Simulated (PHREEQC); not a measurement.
A solution holds 0.3 mol Na2CO3 and 0.04 mol K2SO4 per kg of water, at 25 °C. Closed to the air; pH follows from the charge balance.

All values are PHREEQC results (Pitzer model, pitzer.dat), not measurements.

Each row changes one thing in this solution. No solid was allowed to form.

| case | pH | ionic strength (mol/kgw) | HCO3- (mol/kgw) | CO2 (mol/kgw) | SI of Natron (Na2CO3:10H2O) | SI of Mirabilite (Na2SO4:10H2O) |
|---|---|---|---|---|---|---|
| as made | 11.49 | 1.01 | 0.00473 | 1.66e-8 | -1.62 | -2.17 |
| Na2CO3 from 0.3 to 0.33 mol/kgw | 11.51 | 1.10 | 0.00489 | 1.60e-8 | -1.54 | -2.13 |
| diluted 100-fold with water | 10.76 | 0.00956 | 0.000641 | 2.31e-8 | -6.51 | -6.87 |
| 0.0041 mol/kgw KHSO4 added | 11.31 | 1.02 | 0.00718 | 3.85e-8 | -1.63 | -2.13 |
| Na2CO3 from 0.3 to 1.5 mol/kgw | 11.81 | 4.61 | 0.00754 | 4.75e-9 | -0.39 | -1.69 |
| K2SO4 from 0.04 to 0.044 mol/kgw | 11.49 | 1.03 | 0.00472 | 1.65e-8 | -1.63 | -2.13 |

In brines, pH and single-ion activities rest on the MacInnes convention.
